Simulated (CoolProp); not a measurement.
Vapour-liquid equilibrium of R22 (1) + n-pentane (2) at 261.7 K; x and y are mole fractions of (1).

Computed with CoolProp (multi-fluid Helmholtz-energy mixture model, Kamei 1995 and Thol 2019; pair parameters Bell 2016).

### Question
Give the bubble pressure and the first vapour's composition at x = 0.05, 0.35, 0.95. Is there an azeotrope?

### Answer
x = 0.05: 0.04897 MPa, y = 0.720; x = 0.35: 0.1938 MPa, y = 0.943; x = 0.95: 0.3223 MPa, y = 0.993. No azeotrope shows between x = 0.05 and 0.95.

The pair parameters rest on a limited set of measurements; away from them the model extrapolates. With so large a gap from Raoult's law the liquid may split in two, which this calculation doesn't test in full.
